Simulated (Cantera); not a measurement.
Ammonia decomposition in nitride growth gas

An isothermal, constant-pressure homogeneous reactor starts with NH3 : N2 = 1 : 6.5 (molar parts), at 1998 K and 0.133 bar.

Detailed kinetics in Cantera: the gas-phase N/H chemistry of the illustrative SiF4/NH3 mechanism in the Surface Chemkin manual (1991). Walls and surfaces, which speed up NH3 decomposition in real reactors, are not modelled.

```tsv
t (s)	x NH3	x NH	x NH2	x N	x N2H4	x H
1.00e-6	0.133	<1e-12	2.17e-7	<1e-12	<1e-12	1.51e-7
5.41e-6	0.133	3.15e-11	1.59e-6	<1e-12	<1e-12	4.03e-7
2.93e-5	0.133	1.74e-9	1.04e-5	<1e-12	6.42e-12	4.54e-7
0.000159	0.133	8.21e-8	5.78e-5	1.32e-10	2.08e-10	4.62e-7
0.000860	0.133	1.95e-6	0.000296	7.14e-9	5.49e-9	8.69e-7
0.00465	0.131	5.90e-6	0.000558	7.71e-8	1.96e-8	5.66e-6
0.0252	0.119	8.61e-6	0.000437	4.32e-7	1.20e-8	2.47e-5
0.136	0.0729	9.13e-6	0.000265	9.69e-7	4.42e-9	0.000101
0.739	0.00799	4.07e-6	5.37e-5	9.71e-7	1.81e-10	0.000384
4.00	7.14e-6	7.75e-8	2.19e-7	8.61e-8	<1e-12	0.00185
```
x: mole fraction; the columns are a selection and need not sum to one.

Equilibrium at this temperature and pressure: NH3 1.78e-7, NH 1.95e-9, NH2 5.48e-9, N 2.17e-9, N2H4 <1e-12, H 0.00185 (gas phase only).
